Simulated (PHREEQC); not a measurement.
Solution (25 °C and 50 atm): 0.0024 mol/kgw TMAH, 5.8e-05 mol/kgw NaF and 2.6e-05 mol/kgw CO2. Closed to the air; pH follows from the charge balance.

Equilibrium calculation in PHREEQC: ion-association model, phreeqc.dat.

Precipitation was switched off in this run.

Problem. Predict the pH.

Solution. pH 11.32.

Problem. In which forms is C present?

Solution. CO3-2 92 %, HCO3- 7.5 % of the C.

Under pressure, the constants of complexes without a molar volume in the database are unreliable. (CH3)4N+ isn't in the database: it is added as a free cation with an ion size of 4 Å.
